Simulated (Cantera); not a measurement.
Source: NASA polynomial tables (part measured, part estimated), evaluated in Cantera. Values are per mole of reaction as written; species without (g) are pure solids or liquids, kept so even where they would boil at 1 bar.

Cl2(g) + Mg(g) → MgCl2(g)

| T (K) | ΔH° (kJ) | ΔS° (J/K) | ΔG° (kJ) | log10 K |
|---|---|---|---|---|
| 300 | -539.6 | -94.7 | -511.2 | 89.00 |
| 950 | -537.4 | -91.0 | -451.0 | 24.80 |
| 1000 | -537.2 | -90.8 | -446.4 | 23.32 |
| 1050 | [?] | [?] | [?] | [?] |
| 1100 | [?] | [?] | [?] | [?] |
| 1150 | -536.7 | -90.3 | -432.8 | 19.66 |
| 1200 | -536.5 | -90.2 | -428.3 | 18.64 |
| 1250 | [?] | [?] | [?] | [?] |
| 1300 | -536.2 | -89.9 | -419.3 | 16.85 |

**Question.** What belongs in the gaps?

**Answer.** 
- 1050, ΔH° (kJ): -537.1
- 1050, ΔS° (J/K): -90.6
- 1050, ΔG° (kJ): -441.9
- 1050, log10 K: 21.98
- 1100, ΔH° (kJ): -536.9
- 1100, ΔS° (J/K): -90.5
- 1100, ΔG° (kJ): -437.4
- 1100, log10 K: 20.77
- 1250, ΔH° (kJ): -536.3
- 1250, ΔS° (J/K): -90.0
- 1250, ΔG° (kJ): -423.8
- 1250, log10 K: 17.71
